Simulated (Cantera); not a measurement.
Charge: 1 mol Si3N4, 0.0021 mol H2O, 3 mol H2, 0.0025 mol O2, equilibrated at 652 °C and 1 atm.

These are equilibrium values from Cantera (NASA tables, ideal gas, pure condensed phases), not measurements of a reactor. Candidate condensed phases: H2O, Si, SiO2, Si2N2O, Si3N4; 35 gas species. Kinetics and transport are ignored.

Base state: H2 0.999, N2 0.000774, NH3 2.80e-5 (mole fractions); condensed: Si2N2O(s) + Si3N4(s).

Q: What changes in the equilibrium state with this change: temperature from 652 °C to 1802 °C?

A: 
| species | before | after |
|---|---|---|
| H2 | 0.999 | 0.597 |
| N2 | 0.000774 | 0.399 |
| H | <1e-9 | 0.00205 |
| SiO | <1e-9 | 0.00142 |
| Si | <1e-9 | 0.000101 |
| SiH2 | <1e-9 | 9.57e-5 |
| SiH | <1e-9 | 4.48e-5 |
| Si2N | <1e-9 | 1.72e-5 |
| Si2N2O(s), mol | 0.00710 | 0 |
| Si3N4(s), mol | 0.995 | 0 |
| Si(l), mol | 0 | 2.99 |
The tables' values for SiN are old estimates; treat these amounts as uncertain. Gases not in the tables: Si2H6 and higher silanes.
